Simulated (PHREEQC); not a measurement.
## City or well water: speciation

Synthetic water in mmol/kgw, 25 °C, pH 6.91, pe -0:

| constituent | mmol/kgw |
|---|---|
| Na | 2.64 |
| K | 0.189 |
| Ca | 0.365 |
| Mg | 0.515 |
| Cl | 2.98 |
| S(6) | 0.291 |
| Alkalinity (meq/kgw) | 0.944 |
| B | 0.0115 |
| Fe(2) | 0.077 |
| Zn | 0.0439 |
| F | 0.000993 |

Valence states are taken as typed.

Equilibrium calculation in PHREEQC: ion-association model, wateq4f.dat.

This is a speciation only: nothing precipitates in the calculation.

Task: What charge-balance error does the model give?

Result: charge-balance error 3.5 %.

Task: In which forms is Fe present?

Result: Fe+2 91 %, FeHCO3+ 6.1 %, FeSO4 2.2 %, FeCO3 0.5 % of the Fe.

Examples of supersaturated solids here: Siderite. Others may be too. Complexes and solids missing from the database can't appear. Real BF4- forms and hydrolyses slowly; the run takes it at equilibrium. Fluoro complexes past AlF4- and FeF3 are missing from the database.
